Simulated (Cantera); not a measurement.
Gas mixture: NO = 0.57 (molar parts), at 10.0 bar, frozen composition.

Cantera's kinetic-theory transport with the Lennard-Jones parameters of GRI-Mech 3.0, ideal gas; thermal conductivity in the mixture-averaged form. The composition is frozen, though it would react at the higher temperatures.

D: mixture-averaged diffusion coefficient of that species in the mixture.

```json
[
 {"T (K)": "400", "ρ (kg/m³)": "9.02", "cp (J/kg/K)": "998.6", "μ (µPa s)": "23.1", "λ (mW/m/K)": "32.4", "Pr": "0.712", "D (cm²/s) CH3": "0.0375", "D (cm²/s) CH4": "0.0374", "D (cm²/s) OH": "0.0524"},
 {"T (K)": "650", "ρ (kg/m³)": "5.55", "cp (J/kg/K)": "1054", "μ (µPa s)": "…", "λ (mW/m/K)": "…", "Pr": "0.706", "D (cm²/s) CH3": "…", "D (cm²/s) CH4": "…", "D (cm²/s) OH": "…"},
 {"T (K)": "900", "ρ (kg/m³)": "4.01", "cp (J/kg/K)": "1114", "μ (µPa s)": "…", "λ (mW/m/K)": "…", "Pr": "0.708", "D (cm²/s) CH3": "…", "D (cm²/s) CH4": "…", "D (cm²/s) OH": "…"},
 {"T (K)": "1150", "ρ (kg/m³)": "3.14", "cp (J/kg/K)": "1153", "μ (µPa s)": "47.0", "λ (mW/m/K)": "76.7", "Pr": "0.707", "D (cm²/s) CH3": "0.226", "D (cm²/s) CH4": "0.225", "D (cm²/s) OH": "0.309"},
 {"T (K)": "1400", "ρ (kg/m³)": "2.58", "cp (J/kg/K)": "1181", "μ (µPa s)": "53.4", "λ (mW/m/K)": "89.4", "Pr": "0.706", "D (cm²/s) CH3": "0.314", "D (cm²/s) CH4": "0.312", "D (cm²/s) OH": "0.428"},
 {"T (K)": "1650", "ρ (kg/m³)": "2.19", "cp (J/kg/K)": "1202", "μ (µPa s)": "59.4", "λ (mW/m/K)": "101", "Pr": "0.706", "D (cm²/s) CH3": "0.412", "D (cm²/s) CH4": "0.410", "D (cm²/s) OH": "0.563"},
 {"T (K)": "1900", "ρ (kg/m³)": "1.90", "cp (J/kg/K)": "1219", "μ (µPa s)": "65.1", "λ (mW/m/K)": "112", "Pr": "0.706", "D (cm²/s) CH3": "0.521", "D (cm²/s) CH4": "0.518", "D (cm²/s) OH": "0.711"},
 {"T (K)": "2150", "ρ (kg/m³)": "1.68", "cp (J/kg/K)": "1231", "μ (µPa s)": "70.5", "λ (mW/m/K)": "123", "Pr": "0.706", "D (cm²/s) CH3": "0.639", "D (cm²/s) CH4": "0.636", "D (cm²/s) OH": "0.872"},
 {"T (K)": "2400", "ρ (kg/m³)": "1.50", "cp (J/kg/K)": "1240", "μ (µPa s)": "75.7", "λ (mW/m/K)": "133", "Pr": "0.705", "D (cm²/s) CH3": "0.767", "D (cm²/s) CH4": "0.763", "D (cm²/s) OH": "1.05"}
]
```

### Question
Complete the blanks.

### Answer

- 650, μ (µPa s): 32.3
- 650, λ (mW/m/K): 48.2
- 650, D (cm²/s) CH3: 0.0866
- 650, D (cm²/s) CH4: 0.0862
- 650, D (cm²/s) OH: 0.119
- 900, μ (µPa s): 40.1
- 900, λ (mW/m/K): 63.0
- 900, D (cm²/s) CH3: 0.150
- 900, D (cm²/s) CH4: 0.149
- 900, D (cm²/s) OH: 0.206
